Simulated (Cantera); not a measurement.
## Equilibrium for hydrogen reduction and annealing atmospheres: Fe₃O₄ + H₂ + HCl

Feed: 1 mol Fe₃O₄, 180 mol H₂, 0.0044 mol HCl, held at 0.0360 bar.

Cantera equilibrium calculation (NASA polynomials, part measured and part estimated; ideal gas, pure solids and liquids). Candidate condensed phases: Fe, FeCl₂, FeCl₃, FeO, Fe(OH)₂, Fe(OH)₃, Fe₂O₃, Fe₃O₄, H₂O; 22 gas species. Condensed phases not in the tables: FeOCl. Kinetics and transport are ignored.

```csv
T (K),log p H₂,log p H₂O,log p H,log p HCl,log p Fe,log p OH,log p Fe(OH)₂,log p Cl,n Fe(α),n Fe(γ)
650,-1.45,-3.10,<-13,-6.06,<-13,<-13,<-13,<-13,3.00,0
750,-1.45,-3.10,-13.23,-6.06,<-13,<-13,<-13,<-13,3.00,0
850,-1.45,-3.10,-11.42,-6.06,<-13,<-13,-13.42,<-13,3.00,0
950,-1.45,-3.10,-9.98,-6.06,<-13,<-13,-12.38,<-13,3.00,0
1050,-1.45,-3.10,-8.82,-6.06,-12.81,-12.96,-11.54,<-13,3.00,0
1150,-1.45,-3.10,-7.85,-6.06,-11.07,-11.72,-10.86,-12.51,3.00,0
1250,-1.45,-3.10,-7.04,-6.06,-9.61,-10.67,-10.28,-11.71,0,3.00
1350,-1.45,-3.10,-6.35,-6.06,-8.37,-9.78,-9.79,-11.03,0,3.00
1450,-1.45,-3.10,-5.75,-6.06,-7.30,-9.01,-9.36,-10.44,0,3.00
1550,-1.45,-3.10,-5.23,-6.06,-6.38,-8.35,-8.99,-9.93,0,3.00
```
log p: log10 of the partial pressure in bar; n: condensed amount in mol.

From 650 K to 1150 K the condensed part is Fe(α). From 1250 K to 1550 K the condensed part is Fe(γ).
